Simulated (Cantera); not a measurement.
An isothermal, constant-pressure homogeneous reactor starts with 17.2 % CH₄, 82.8 % CO₂, at 1550 K and 0.930 bar.

Model: GRI-Mech 3.0 (53 species, 325 reactions), integrated in Cantera.

Q: Predict: x(CH₄) at 5.00 s; x(CO₂) at 5.00 s; x(HCO) at 5.00 s; x(H) at 5.00 s; x(CH₂CO) at 5.00 s; x(C₂H₂) at 5.00 s.

A: 
| Item | Value |
|---|---|
| x(CH₄) at 5.00 s | 0.00564 (gas-phase equilibrium 3.07e-9) |
| x(CO₂) at 5.00 s | 0.350 (gas-phase equilibrium 0.315) |
| x(HCO) at 5.00 s | 4.35e-9 (gas-phase equilibrium 5.05e-9) |
| x(H) at 5.00 s | 8.56e-6 (gas-phase equilibrium 9.53e-6) |
| x(CH₂CO) at 5.00 s | 7.67e-6 (gas-phase equilibrium <1e-12) |
| x(C₂H₂) at 5.00 s | 0.00827 (gas-phase equilibrium <1e-12) |
